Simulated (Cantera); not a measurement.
Charge: 1 mol Cr, 1.7 mol N₂O, 21 mol N₂, equilibrated at 1473.15 K and 780000 Pa.

Equilibrium computed with Cantera from the NASA thermochemical tables; the gas is ideal and each condensed phase is pure. Candidate condensed phases: Cr, CrN, Cr₂N, Cr₂O₃; 14 gas species. Rates play no part.

Question: What is the equilibrium state?

Answer: 
| Property | Value |
|---|---|
| x(N₂) | 0.996 |
| x(O₂) | 0.00430 |
| x(NO) | 0.000172 |
| n(Cr₂O₃(s)) | 0.500 mol |
| gas amount | 22.80 mol |
| log10 activity of Cr(s) (absent) | -12.19 |
| log10 activity of Cr₂N(s) (absent) | -23.22 |
